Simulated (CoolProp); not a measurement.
R13 along the isotherm 68.45 °C: Z from the reference equation and from simpler models built on Tc = 29.9 °C, pc = 3.973 MPa, ω = 0.175; each cubic takes its own stable root.

Values from CoolProp's reference Helmholtz-energy equation of state, Platzer 1990. This equation is an older, rougher fit; its heat capacities, sound speeds and derivatives of the liquid may be far off and weren't checked against measurements.

| p (MPa) | phase | reference |
|---|---|---|
| 0.662 | gas | 0.9615 |
| 1.32 | gas | 0.9212 |
| 1.99 | gas | 0.8779 |
| 2.65 | gas | 0.8327 |
| 3.31 | gas | 0.7846 |
| 3.97 | gas | 0.7334 |
| 4.64 | supercritical | 0.6782 |
| 5.3 | supercritical | 0.6216 |
| 5.96 | supercritical | 0.5655 |
| 6.62 | supercritical | 0.5161 |
| 7.28 | supercritical | 0.4809 |
| 7.95 | supercritical | 0.4619 |
| 8.61 | supercritical | 0.4561 |
| 9.27 | supercritical | 0.4586 |
| 9.93 | supercritical | 0.4663 |

Problem. How far does each simpler model (van der Waals, Redlich-Kwong, Soave-Redlich-Kwong) lie from the reference over these 15 states: mean and median of the absolute difference, and the worst?

Solution. 
- van der Waals: mean 4.8 %, median 3.3 %, worst +13.7 % at 68.45 °C and 9.93 MPa
- Redlich-Kwong: mean 1.8 %, median 1.7 %, worst +4.2 % at 68.45 °C and 9.93 MPa
- Soave-Redlich-Kwong: mean 4.7 %, median 3.2 %, worst +10.6 % at 68.45 °C and 8.61 MPa
